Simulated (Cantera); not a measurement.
Feed: 1 mol CO2, 0.068 mol H2O, at 2700 °C and 13.0 mbar.

Equilibrium computed with Cantera from the NASA thermochemical tables; the gas is ideal and each condensed phase is pure. Candidate condensed phases: C, C6H6, C7H8, C8H18, H2O; 110 gas species. The numbers say what is thermodynamically allowed, not how fast it happens.

Base state: CO 0.478, O 0.291, O2 0.103, CO2 0.0582, H 0.0516, OH 0.0150, H2 0.00164, H2O 0.00147 (mole fractions); condensed: gas only.

What changes in the equilibrium state with this change: H2O from 0.068 to 2.6 mol?


| species | before | after |
|---|---|---|
| H | 0.0516 | 0.361 |
| O | 0.291 | 0.224 |
| CO | 0.478 | 0.125 |
| H2 | 0.00164 | 0.0804 |
| H2O | 0.00147 | 0.0554 |
| OH | 0.0150 | 0.0810 |
| CO2 | 0.0582 | 0.0118 |
| O2 | 0.103 | 0.0611 |

What changes in the equilibrium state with this change: CO2 replaced by N2O?


```
species   before    after
-------  -------  -------
N2             0    0.504
O          0.291    0.296
O2         0.103    0.107
CO         0.478        0
CO2       0.0582        0
NO             0   0.0263
H         0.0516   0.0497
OH        0.0150   0.0147
N              0  7.28e-5
H2       0.00164  0.00152
```

What changes in the equilibrium state with this change: temperature from 2700 °C to 1527 °C?


| species | before | after |
|---|---|---|
| CO2 | 0.0582 | 0.910 |
| H2O | 0.00147 | 0.0624 |
| CO | 0.478 | 0.0176 |
| O | 0.291 | 9.97e-5 |
| H | 0.0516 | 5.58e-5 |
| OH | 0.0150 | 0.000728 |
| O2 | 0.103 | 0.00873 |
| H2 | 0.00164 | 0.000315 |
